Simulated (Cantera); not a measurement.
Charge: 1 mol B2H6, 0.33 mol H2O, equilibrated at 95.0 mbar.

Method: chemical equilibrium by Gibbs-energy minimisation in Cantera with the NASA 1993 tables (ideal gas, pure condensed phases). Candidate condensed phases: B, B2O3, B3O3H3, H2O; 23 gas species. The feed counts by its element totals alone. Mutual solubility and eutectic melting of coexisting phases are not modelled. The numbers say what is thermodynamically allowed, not how fast it happens. All values below are at 1100 °C.

Base state: H2 0.995, HBO 0.00256, B3O3H3 0.00214, B2O2 7.15e-5, HBO2 4.68e-5, B2O3 1.32e-5, H 1.08e-5 (mole fractions); condensed: B(s) + B2O3(l).

What changes in the equilibrium state with this change: H2O from 0.33 to 10 mol?


```json
[
 {"species": "H2O", "before": "4.19e-6", "after": "0.525"},
 {"species": "H2", "before": "0.995", "after": "0.458"},
 {"species": "HBO2", "before": "4.68e-5", "after": "0.0166"},
 {"species": "B3O3H3", "before": "0.00214", "after": "<1e-9"},
 {"species": "(HBO2)3", "before": "<1e-9", "after": "0.000769"},
 {"species": "B2O2", "before": "7.15e-5", "after": "<1e-9"},
 {"species": "B(s), mol", "before": "1.77", "after": "0"},
 {"species": "B2O3(l), mol", "before": "0.0997", "after": "0.876"}
]
```
Gases not in the tables: H3BO3.
